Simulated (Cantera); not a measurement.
A perfectly stirred reactor is fed with 56.2 % NH3, 43.8 % H2, at 16.5 Torr; it is held at 2325 K, and followed from long to short residence time.

Model: the gas-phase N/H chemistry of the illustrative SiF4/NH3 mechanism in the Surface Chemkin manual (1991), integrated in Cantera. Walls and surfaces, which speed up NH3 decomposition in real reactors, are not modelled.

Problem. Predict: x(NH3) at τ = 16.0 s; x(H2) at τ = 16.0 s; x(NH2) at τ = 16.0 s; x(N2) at τ = 16.0 s; x(NH) at τ = 16.0 s; x(NH3) at τ = 58.0 ms; x(H2) at τ = 58.0 ms; x(NH2) at τ = 58.0 ms; x(N2) at τ = 58.0 ms; x(NH) at τ = 58.0 ms.

Solution. 
```json
{
  "x(NH3) at τ = 16.0 s": "6.04e-5",
  "x(H2) at τ = 16.0 s": "0.773",
  "x(NH2) at τ = 16.0 s": "1.28e-5",
  "x(N2) at τ = 16.0 s": "0.175",
  "x(NH) at τ = 16.0 s": "1.81e-5",
  "x(NH3) at τ = 58.0 ms": "0.268",
  "x(H2) at τ = 58.0 ms": "0.635",
  "x(NH2) at τ = 58.0 ms": "0.00210",
  "x(N2) at τ = 58.0 ms": "0.0930",
  "x(NH) at τ = 58.0 ms": "9.73e-5"
}
```
